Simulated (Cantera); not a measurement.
Input: 1 mol Si3N4, 2.4 mol Cl2, 1.9 mol N2, held at 552 °C and 0.0330 Torr.

Equilibrium computed with Cantera from the NASA thermochemical tables; the gas is ideal and each condensed phase is pure. Candidate condensed phases: Si, Si3N4; 13 gas species. The tables' values for SiCl3 are old estimates; treat these amounts as uncertain. The numbers say what is thermodynamically allowed, not how fast it happens.

Base state: N2 0.692, SiCl4 0.308, SiCl3 3.69e-5 (mole fractions); condensed: Si3N4(s).

What changes in the equilibrium state with this change: Si3N4 replaced by BN?


```
species         before    after
-------------  -------  -------
N2               0.692    0.558
BCl3                 0    0.232
Cl2              <1e-9    0.209
SiCl4            0.308        0
Cl             2.14e-9  0.00113
SiCl3          3.69e-5        0
Si3N4(s), mol    0.600        0
```
Further candidate phases: B, BN.
